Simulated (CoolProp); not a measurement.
Vapour-liquid equilibrium of R152A (1) + n-pentane (2) at 298.1 K; x and y are mole fractions of (1).

Computed with CoolProp (multi-fluid Helmholtz-energy mixture model, Outcalt 1996 and Thol 2019; pair parameters Bell 2016).

| x | bubble pressure, mixture model (bar) | bubble pressure, Raoult's law (bar) | y, mixture model | y, Raoult's law |
|---|---|---|---|---|
| 0.05 | 1.572 | 0.9459 | 0.570 | 0.315 |
| 0.2 | 3.337 | 1.737 | 0.809 | 0.686 |
| 0.35 | 4.219 | 2.528 | 0.858 | 0.825 |
| 0.5 | 4.688 | 3.319 | 0.881 | 0.897 |
| 0.65 | 5.028 | 4.110 | 0.899 | 0.942 |
| 0.8 | 5.386 | 4.901 | 0.925 | 0.972 |
| 0.95 | 5.809 | 5.692 | 0.974 | 0.994 |

The largest gap from Raoult's law is +92.1 % in bubble pressure, at x = 0.2. No azeotrope shows between x = 0.05 and 0.95.

The pair parameters rest on a limited set of measurements; away from them the model extrapolates. With so large a gap from Raoult's law the liquid may split in two, which this calculation doesn't test in full.
